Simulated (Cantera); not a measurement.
An isothermal, constant-pressure homogeneous reactor starts with 0.449 % H2, 65.1 % O2, 34.5 % N2, at 998 K and 0.0290 bar.

Cantera simulation using the H2/O2 subset of GRI-Mech 3.0, which has no nitrogen chemistry; the numbers are that mechanism's predictions, not measurements. Radical loss at walls, strong at low pressure, is not modelled.

One state of this run: x H2 = 3.86e-10; x O2 = 0.650; x H2O2 = 1.75e-10; x H2O = 0.00450; x O = 8.37e-8. x: mole fraction; the columns are a selection and need not sum to one.

### Question
Which value of t (s) does it belong to?
(A) 3.79
(B) 100
(C) 0.143
(D) 19.5

### Answer
D, 19.5
